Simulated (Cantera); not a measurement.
What does this Cantera script print?

```python
import numpy as np
import cantera as ct

gas_names = """
    H HNO HNO2 HNO3 HO2 H2 H2O H2O2 H2S H2SO4 N NH NH2 NH3 NH2OH NO NO2 NO3 N2 N2H2 N2H4 N2O O OH O2 O3
    S SH SN SO SO2 SO3 S2 S2O S8
""".split()
cond_names = """
    H2O(s) H2O(L) H2SO4(L) S(cr1) S(cr2) S(L)
""".split()


# ... load() reads the species with a 1 bar reference pressure and builds the phases ...
atoms = {
    'NH3': {'N': 1, 'H': 3},
    'SO2': {'S': 1, 'O': 2},
    'N2': {'N': 2},
}
top_T = {}  # K; cautious upper limits of use, not melting points


# ... equilibrate(T, P, feed) seeds the gas with the atoms and calls Mixture.equilibrate('TP', solver="vcs", rtol=1e-11, max_steps=5000) ...
results = []
feed = {'NH3': 1, 'SO2': 0.48, 'N2': 0.57}  # mol
P = 120000  # Pa
for T in [825, 925, 1025, 1125, 1225, 1325, 1425, 1525, 1625, 1725, 1825, 1925, 2025]:
    mix = equilibrate(T, P, feed)
    results.append((T, P, feed, dict(zip(mix.species_names, mix.species_moles))))

top = {s: max(r[3][s] / sum(r[3][g] for g in gas_names) for r in results) for s in gas_names}
cols = sorted((s for s in top if top[s] > 0.0001), key=lambda s: -top[s])[:9]
seen = [c for c in cond_names if any(r[3].get(c, 0) > 1e-12 for r in results)]
print("log10 of partial pressures in bar; condensed amounts in mol")
print(f"{'T/K':>10s}" + "".join(f"{s[:9]:>10s}" for s in cols + seen))
for T, P, feed, n in results:
    ng = sum(n[g] for g in gas_names)
    print(f"{T:10.4g}" + "".join(f"{np.log10(max(n[s] / ng * P / 1e5, 1e-99)):10.3f}" for s in cols)
          + "".join(f"{n.get(c, 0):10.4g}" for c in seen))
```

It prints:

```
log10 of partial pressures in bar; condensed amounts in mol
       T/K        N2       H2O        H2       H2S        S2       SO2        SH        SO         H
       825    -0.301    -0.348    -1.552    -0.650    -4.446    -6.330    -6.913    -9.806   -11.876
       925    -0.302    -0.349    -1.535    -0.652    -3.259    -4.866    -5.800    -7.944   -10.352
      1025    -0.303    -0.350    -1.453    -0.665    -2.461    -3.899    -4.948    -6.591    -9.087
      1125    -0.305    -0.353    -1.307    -0.696    -1.998    -3.354    -4.306    -5.652    -8.006
      1225    -0.309    -0.358    -1.157    -0.744    -1.712    -3.005    -3.806    -4.945    -7.085
      1325    -0.313    -0.364    -1.027    -0.810    -1.519    -2.740    -3.405    -4.374    -6.300
      1425    -0.318    -0.372    -0.922    -0.889    -1.387    -2.516    -3.081    -3.893    -5.627
      1525    -0.322    -0.380    -0.839    -0.979    -1.296    -2.319    -2.816    -3.480    -5.046
      1625    -0.327    -0.390    -0.774    -1.075    -1.237    -2.145    -2.597    -3.123    -4.539
      1725    -0.330    -0.401    -0.722    -1.174    -1.201    -1.992    -2.415    -2.812    -4.092
      1825    -0.334    -0.415    -0.680    -1.273    -1.184    -1.862    -2.263    -2.541    -3.696
      1925    -0.337    -0.430    -0.644    -1.371    -1.181    -1.752    -2.133    -2.306    -3.341
      2025    -0.340    -0.446    -0.613    -1.466    -1.190    -1.662    -2.023    -2.101    -3.022
```

Method: chemical equilibrium by Gibbs-energy minimisation in Cantera with the NASA 1993 tables (ideal gas, pure condensed phases). Gases not in the tables: S3 to S7.
